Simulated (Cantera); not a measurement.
Charge: 1 mol CH2F2, 0.028 mol F2, equilibrated at 2550 K and 0.0135 Torr.

Method: chemical equilibrium by Gibbs-energy minimisation in Cantera with the NASA 1993 tables (ideal gas, pure condensed phases). Candidate condensed phases: C, C6H6, C7H8, C8H18; 95 gas species. The numbers say what is thermodynamically allowed, not how fast it happens.

Base state: HF 0.434, F 0.242, H 0.230, C3 0.0592, C 0.0181, CF 0.00918, C2 0.00550, H2 0.000982 (mole fractions); condensed: C(graphite).

Task: What changes in the equilibrium state with this change: pressure from 0.0135 Torr to 7.50 Torr?

Result: 
```tsv
species	before	after
HF	0.434	0.958
F	0.242	0.0321
H	0.230	0.00690
C	0.0181	3.26e-5
C3	0.0592	0.000107
C5	0.000218	3.92e-7
C2	0.00550	9.91e-6
C4	4.47e-5	8.05e-8
C2H	0.000244	7.31e-6
C(graphite), mol	0.347	0.995
```

Task: What changes in the equilibrium state with this change: pressure from 0.0135 Torr to 0.0263 Torr?

Result: 
| species | before | after |
|---|---|---|
| HF | 0.434 | 0.562 |
| F | 0.242 | 0.201 |
| H | 0.230 | 0.185 |
| C3 | 0.0592 | 0.0304 |
| C | 0.0181 | 0.00933 |
| C5 | 0.000218 | 0.000112 |
| C4 | 4.47e-5 | 2.30e-5 |
| C(graphite), mol | 0.347 | 0.693 |

Task: What changes in the equilibrium state with this change: temperature from 2550 K to 1450 K?

Result: 
```tsv
species	before	after
HF	0.434	0.992
CF4	<1e-9	0.00654
F	0.242	0.000846
H	0.230	1.10e-7
C3	0.0592	<1e-9
C	0.0181	<1e-9
C2	0.00550	<1e-9
H2	0.000982	2.45e-9
C(graphite), mol	0.347	0.986
```
Gases not in the tables: C2F6 and larger saturated fluorocarbons.
